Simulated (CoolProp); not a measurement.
Vapour-liquid equilibrium of R22 (1) + R142b (2) at -10.15 °C; x and y are mole fractions of (1).

Model: multi-fluid Helmholtz-energy mixture model, Kamei 1995 and Lemmon 2006; pair parameters Bell 2016, in CoolProp.

```tsv
x	bubble pressure (bar)	y at the bubble point	dew pressure at overall composition x (bar)	liquid density (mol/L)
0.05	1.092	0.150	1.009	12.03
0.125	1.267	0.319	1.070	12.24
0.2	1.440	0.447	1.139	12.46
0.275	1.613	0.549	1.216	12.68
0.35	1.788	0.632	1.305	12.91
0.425	1.968	0.703	1.407	13.15
0.5	2.153	0.763	1.525	13.40
0.575	2.344	0.815	1.664	13.65
0.65	2.542	0.860	1.830	13.91
0.725	2.746	0.899	2.033	14.18
0.8	2.956	0.932	2.287	14.45
0.875	3.170	0.961	2.618	14.73
0.95	3.386	0.986	3.083	15.02
```

No azeotrope shows between x = 0.05 and 0.95.

The pair parameters rest on a limited set of measurements; away from them the model extrapolates.
